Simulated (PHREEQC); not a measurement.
Consider water at 25 °C with 1.3 mmol/kgw NH4HF2. Closed to the air; pH follows from the charge balance.

All values are PHREEQC results (ion-association model, phreeqc.dat), not measurements.

```tsv
quantity	before	after
pH	3.43	3.17
ionic strength (mol/kgw)	0.00169	0.0137
HF (mol/kgw)	0.000903	0.0117
HF2- (mol/kgw)	5.84e-6	0.000589
NH3 (mol/kgw)	1.89e-9	9.72e-9
```

Problem. Name the change that produced these shifts.
A) 0.00014 mol/kgw Na2CO3 added
B) diluted 2-fold with water
C) NH4HF2 from 0.0013 to 0.013 mol/kgw
D) NH4HF2 from 0.0013 to 0.0065 mol/kgw
E) NH4HF2 from 0.0013 to 0.00117 mol/kgw

Solution. C, NH4HF2 from 0.0013 to 0.013 mol/kgw

Precipitation was switched off in this run.
